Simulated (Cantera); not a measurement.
**Titanium nitride, carbide and oxide coatings: Ti(OiPr)₄ + O₂ + H₂**

A closed system holds: 1 mol Ti(OiPr)₄, 11 mol O₂, 1.7 mol H₂, held at 18.0 Pa.

Method: chemical equilibrium by Gibbs-energy minimisation in Cantera with the NASA 1993 tables (ideal gas, pure condensed phases). Candidate condensed phases: C, C₆H₆, C₇H₈, C₈H₁₈, H₂O, Ti, TiC, TiO, TiO₂, Ti₂O₃, Ti₃O₅, Ti₄O₇; 113 gas species. The feed counts by its element totals alone. Condensed phases not in the tables: Magnéli phases beyond Ti₄O₇. The numbers say what is thermodynamically allowed, not how fast it happens.

| T (°C) | x CO | x H₂O | x H₂ | x H | x CO₂ | x OH | x TiO₂ | x O | x O₂ | n TiO₂(rutile) | n Ti₄O₇(l) |
|---|---|---|---|---|---|---|---|---|---|---|---|
| 1325 | 0.309 | 0.309 | 0.256 | 0.00201 | 0.124 | 9.41e-5 | 1.15e-7 | 6.13e-7 | 3.38e-7 | 1.000 | 0 |
| 1375 | 0.312 | 0.312 | 0.252 | 0.00333 | 0.120 | 0.000185 | 4.69e-7 | 2.00e-6 | 1.12e-6 | 1.000 | 0 |
| 1425 | 0.315 | 0.314 | 0.248 | 0.00537 | 0.117 | 0.000350 | 1.75e-6 | 6.07e-6 | 3.46e-6 | 1.000 | 0 |
| 1475 | 0.317 | 0.316 | 0.243 | 0.00840 | 0.114 | 0.000637 | 6.07e-6 | 1.73e-5 | 1.01e-5 | 1.000 | 0 |
| 1525 | 0.319 | 0.318 | 0.238 | 0.0128 | 0.111 | 0.00112 | 1.96e-5 | 4.67e-5 | 2.76e-5 | 0.999 | 0 |
| 1575 | 0.320 | 0.318 | 0.233 | 0.0191 | 0.109 | 0.00191 | 5.91e-5 | 0.000120 | 7.18e-5 | 0.998 | 0 |
| 1625 | 0.320 | 0.316 | 0.226 | 0.0277 | 0.106 | 0.00317 | 0.000168 | 0.000292 | 0.000178 | 0.995 | 0 |
| 1675 | 0.319 | 0.312 | 0.219 | 0.0394 | 0.104 | 0.00509 | 0.000453 | 0.000680 | 0.000422 | 0.987 | 0 |
| 1725 | 0.317 | 0.306 | 0.210 | 0.0548 | 0.101 | 0.00794 | 0.00116 | 0.00152 | 0.000952 | 0.966 | 0 |
| 1775 | 0.314 | 0.295 | 0.200 | 0.0746 | 0.0972 | 0.0120 | 0.00282 | 0.00323 | 0.00204 | 0.917 | 0 |
| 1825 | 0.309 | 0.277 | 0.189 | 0.0996 | 0.0917 | 0.0173 | 0.00658 | 0.00653 | 0.00408 | 0.800 | 0 |
| 1875 | 0.300 | 0.252 | 0.174 | 0.130 | 0.0850 | 0.0242 | 0.0139 | 0.0127 | 0.00777 | 0 | 0.140 |
| 1925 | 0.291 | 0.215 | 0.162 | 0.167 | 0.0730 | 0.0308 | 0.0259 | 0.0221 | 0.0123 | 0 | 0.0329 |
x: gas mole fraction; n: condensed amount in mol.

From 1325 °C to 1825 °C the condensed part is TiO₂(rutile). From 1875 °C to 1925 °C the condensed part is Ti₄O₇(l). The main Ti-bearing gas is TiO₂ throughout.
